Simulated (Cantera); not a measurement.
## Reactions in the system Cu-F-H-O

Cantera with NASA thermochemical tables; ideal gases at 1 bar, condensed phases pure. Values are per mole of reaction as written; species without (g) are pure solids or liquids, kept so even where they would boil at 1 bar.

H₂O₂(g) + 4 CuF₂ ⇌ 2 Cu₂O + 2 HF(g) + 6 F(g)

| T (K) | ΔH° (kJ) | ΔS° (J/K) | ΔG° (kJ) | log10 K | condensed phases |
|---|---|---|---|---|---|
| 300 | 1881.8 | 940.6 | 1599.6 | -278.51 | CuF₂(s), Cu₂O(s) |
| 973 | 1853.8 | 902.1 | 976.1 | -52.40 | CuF₂(s), Cu₂O(s) |
| 1023 | 1850.2 | 898.4 | 931.1 | -47.54 | CuF₂(s), Cu₂O(s) |
| 1073 | 1846.4 | 894.9 | 886.2 | -43.14 | CuF₂(s), Cu₂O(s) |
| 1123 | 1621.2 | 691.8 | 844.4 | -39.27 | CuF₂(l), Cu₂O(s) |
| 1173 | 1615.8 | 687.1 | 809.9 | -36.06 | CuF₂(l), Cu₂O(s) |
| 1223 | 1610.5 | 682.6 | 775.6 | -33.13 | CuF₂(l), Cu₂O(s) |
| 1273 | 1605.3 | 678.5 | 741.6 | -30.43 | CuF₂(l), Cu₂O(s) |

F(g) + 2 Cu(OH)₂ ⇌ HF(g) + 3 OH(g) + Cu₂O

| T (K) | ΔH° (kJ) | ΔS° (J/K) | ΔG° (kJ) | log10 K |
|---|---|---|---|---|
| 300 | 496.1 | 441.7 | 363.6 | -63.30 |
| 973 | 464.3 | 389.5 | 85.3 | -4.58 |
| 1023 | 461.5 | 386.7 | 65.9 | -3.36 |
| 1073 | 458.6 | 384.0 | 46.6 | -2.27 |
| 1123 | 455.9 | 381.5 | 27.5 | -1.28 |
| 1173 | 453.2 | 379.1 | 8.5 | -0.38 |
| 1223 | 450.6 | 377.0 | -10.4 | 0.45 |
| 1273 | 448.1 | 375.0 | -29.2 | 1.20 |

O₂(g) + 8 H(g) + 4 CuF₂(g) ⇌ 2 Cu₂O + 8 HF(g)

| T (K) | ΔH° (kJ) | ΔS° (J/K) | ΔG° (kJ) | log10 K |
|---|---|---|---|---|
| 300 | -3198.1 | -616.4 | -3013.2 | 524.63 |
| 973 | -3220.3 | -655.4 | -2582.6 | 138.64 |
| 1023 | -3221.5 | -656.6 | -2549.8 | 130.19 |
| 1073 | -3222.6 | -657.7 | -2516.9 | 122.52 |
| 1123 | -3223.4 | -658.5 | -2484.0 | 115.54 |
| 1173 | -3224.1 | -659.1 | -2451.1 | 109.14 |
| 1223 | -3224.6 | -659.5 | -2418.1 | 103.28 |
| 1273 | -3224.9 | -659.7 | -2385.1 | 97.87 |
